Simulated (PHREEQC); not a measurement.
Consider water at 55 °C with 0.0011 mol Cu(BF4)2 and 0.073 mol H3BO3 per kg of water. Closed to the air; pH follows from the charge balance.

Model: ion-association model, phreeqc.dat, run in PHREEQC.

```json
{
  "pH": "3.08",
  "ionic_strength": "0.00417 mol/kgw",
  "total_alkalinity": "-6.60 meq/kg"
}
```

```tsv
species	molality	activity	log γ
H3BO3	0.0727	0.0728	0.000
HF	0.00130	0.00130	0.000
BF2(OH)2-	0.00124	0.00115	-0.032
Cu+2	0.00109	0.000819	-0.124
H+	0.000897	0.000839	-0.029
BF4-	0.000783	0.000727	-0.032
F-	0.000631	0.000586	-0.032
BF3OH-	0.000405	0.000376	-0.032
BF(OH)3-	2.43e-5	2.26e-5	-0.032
CuF+	1.21e-5	1.12e-5	-0.032
HF2-	3.60e-6	3.34e-6	-0.032
H2BO3-	8.85e-8	8.22e-8	-0.032
CuOH+	1.05e-8	9.75e-9	-0.032
```

No solid was allowed to form. Species that the database lacks are ignored. At this temperature some constants are extrapolated from 25 °C, and those without enthalpy data are left unchanged. Real BF4- forms and hydrolyses slowly; the run takes it at equilibrium.
